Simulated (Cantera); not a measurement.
Input: 1 mol Al, 0.023 mol O2, 3 mol H2, equilibrated at 1250 °C and 1.00 bar.

Cantera equilibrium calculation (NASA polynomials, part measured and part estimated; ideal gas, pure solids and liquids). Candidate condensed phases: Al, Al2O3, H2O; 19 gas species. Mutual solubility and eutectic melting of coexisting phases are not modelled. Kinetics and transport are ignored.

Base state: H2 1.000, H 2.31e-5, AlH 2.12e-5, Al 1.92e-5, Al2O 1.47e-5 (mole fractions); condensed: Al(l) + Al2O3(s).

**Question.** What changes in the equilibrium state with this change: Al replaced by Pb?

**Answer.** 
```json
[
 {"species": "H2", "before": "1.000", "after": "0.955"},
 {"species": "Pb", "before": "0", "after": "0.0306"},
 {"species": "H2O", "before": "1.00e-8", "after": "0.0149"},
 {"species": "AlH", "before": "2.12e-5", "after": "0"},
 {"species": "Al", "before": "1.92e-5", "after": "0"},
 {"species": "Pb2", "before": "0", "after": "1.48e-5"},
 {"species": "Al2O", "before": "1.47e-5", "after": "0"},
 {"species": "H", "before": "2.31e-5", "after": "2.26e-5"},
 {"species": "Al(l), mol", "before": "0.969", "after": "0"},
 {"species": "Al2O3(s), mol", "before": "0.0153", "after": "0"},
 {"species": "Pb(l), mol", "before": "0", "after": "0.905"}
]
```
Further candidate phases: Pb, PbO, PbO2, Pb3O4.
